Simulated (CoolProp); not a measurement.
Saturation properties of sulfur dioxide (Tc = 430.6 K, pc = 7887 kPa, ω = 0.256).

Model: reference Helmholtz-energy equation of state, Gao 2016, in CoolProp.

```csv
T (K),p (kPa),liquid density (kg/m³),vapour density (kg/m³),enthalpy of vaporisation (kJ/kg),surface tension (mN/m)
262.7,99.36,1463,2.996,389.9,28.6
267.7,123.7,1450,3.678,385.5,27.6
272.6,152.0,1437,4.460,381.0,26.6
277.5,185.2,1424,5.367,376.5,25.7
282.5,224.7,1410,6.435,371.8,24.7
287.4,269.5,1397,7.636,367.1,23.7
292.4,322.1,1383,9.036,362.2,22.8
297.3,381.1,1369,10.60,357.2,21.8
302.2,448.1,1355,12.36,352.2,20.9
307.2,525.4,1341,14.39,346.9,19.9
312.1,610.7,1327,16.62,341.5,19.0
317.1,708.2,1312,19.17,335.9,18.0
322,814.8,1297,21.96,330.3,17.1
326.9,933.0,1281,25.07,324.5,16.1
331.9,1067,1265,28.60,318.3,15.2
```

It boils at 263.1 K under 1 atm.

Surface tension comes from a separate correlation (Mulero 2012).
